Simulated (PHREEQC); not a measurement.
A PHREEQC input (ion-association model, phreeqc.dat):

```
SOLUTION 1
  temp 20
  units mmol/kgw
  pH 6.19
  pe 0.6
  Na 2.24
  K 0.599
  Ca 0.842
  Mg 0.269
  Cl 0.836
  S(6) 5.06 as SO4
  Alkalinity 3.15 as HCO3
  F 0.00105
  Br 0.0256
  Mn(2) 0.00836
  Si 0.00306 as SiO2
END
USE solution 1
EQUILIBRIUM_PHASES 1
  Gypsum 0 0
  CO2(g) -2.5 10
END
```

The run finishes without an error or a warning.

Its last state differs from that of the intended input:

```json
[
 {"quantity": "pH", "as run": "7.73", "intended": "6.00"},
 {"quantity": "ionic strength (mol/kgw)", "as run": "0.0146", "intended": "0.000264"},
 {"quantity": "HCO3- (mol/kgw)", "as run": "0.00310", "intended": "5.26e-5"},
 {"quantity": "CaSO4 (mol/kgw)", "as run": "0.000199", "intended": "1.61e-7"},
 {"quantity": "MgSO4 (mol/kgw)", "as run": "7.34e-5", "intended": "1.02e-7"},
 {"quantity": "NaSO4- (mol/kgw)", "as run": "3.16e-5", "intended": "2.30e-8"},
 {"quantity": "SI of Quartz (SiO2)", "as run": "-1.46", "intended": "-3.24"},
 {"quantity": "SI of Rhodochrosite (MnCO3)", "as run": "+0.38", "intended": "-4.40"}
]
```

Task: One thing in the input isn't as intended. What explains the difference?

Result: This is not unique; one that fits is The fault: the units line changed with the numbers kept. The line should read `units mg/L` where the input has `units mmol/kgw`.
